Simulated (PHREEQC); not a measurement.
Model water analysis in mmol/kgw, 25 °C, pH 5.62, pe 10.9: Na 0.00198; K 0.000418; Ca 0.00113; Mg 3.59e-05; Cl 0.000676; S(6) 0.000926; Alkalinity (meq/kgw) 0.00218; Si 1.01e-05; F 3.51e-05.

Valence states are taken as typed.

All values are PHREEQC results (ion-association model, phreeqc.dat), not measurements.

Each row changes one thing in this solution. No solid was allowed to form.

```tsv
case	ionic strength (mol/kgw)	CO2 (mol/kgw)	HCO3- (mol/kgw)	HSO4- (mol/kgw)	CaSO4 (mol/kgw)	HF (mol/kgw)	SI of Quartz (SiO2)
as made	9.24e-6	2.46e-5	4.58e-6	2.14e-10	1.81e-10	1.25e-10	-4.02
pH from 5.62 to 5.5 at the same alkalinity	1.00e-5	[?]	5.35e-6	2.81e-10	1.80e-10	1.65e-10	-4.02
pH from 5.62 to 5.92 at the same alkalinity	8.03e-6	9.10e-6	3.38e-6	1.07e-10	1.81e-10	6.30e-11	-4.02
Ca from 0.00113 to 0.00226 mmol/kgw	1.15e-5	2.46e-5	4.58e-6	2.13e-10	[?]	1.25e-10	-4.02
all concentrations times 4 at the same typed pH	2.97e-5	5.96e-5	1.11e-5	8.46e-10	[?]	4.99e-10	-3.41
Na from 0.00198 to 0.00396 mmol/kgw	1.02e-5	2.46e-5	4.58e-6	2.14e-10	1.80e-10	1.25e-10	-4.02
```

Problem. Some entries are withheld; supply them.

Solution. 
- pH from 5.62 to 5.5 at the same alkalinity, CO2 (mol/kgw): 3.79e-5
- Ca from 0.00113 to 0.00226 mmol/kgw, CaSO4 (mol/kgw): 3.60e-10
- all concentrations times 4 at the same typed pH, CaSO4 (mol/kgw): 2.82e-9

Complexes and solids missing from the database can't appear. SiF6-2 is the database's only silicon fluoride.
